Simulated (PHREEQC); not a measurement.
Consider water at 25 °C with 0.039 mol CuCl2 and 0.11 mol KCl per kg of water. Closed to the air; pH follows from the charge balance.

Equilibrium calculation in PHREEQC: ion-association model, wateq4f.dat.

```csv
quantity,before,after
pH,4.51,4.55
Cl- (mol/kgw),0.182,0.290
Cu+2 (mol/kgw),0.0335,0.0316
CuCl+ (mol/kgw),0.00521,0.00693
CuCl2 (mol/kgw),0.000244,0.000463
SI of Tenorite (CuO),-0.58,-0.56
SI of Atacamite (Cu2(OH)3Cl),+1.35,+1.51
```

What was changed between the two runs?
A. KCl from 0.11 to 0.022 mol/kgw
B. KCl from 0.11 to 0.22 mol/kgw
C. KCl replaced by K2CO3 at the same molality
D. KCl left out
E. CuCl2 from 0.039 to 0.078 mol/kgw

B, KCl from 0.11 to 0.22 mol/kgw

No solid was allowed to form. Some of these states are supersaturated (in Atacamite, for instance).
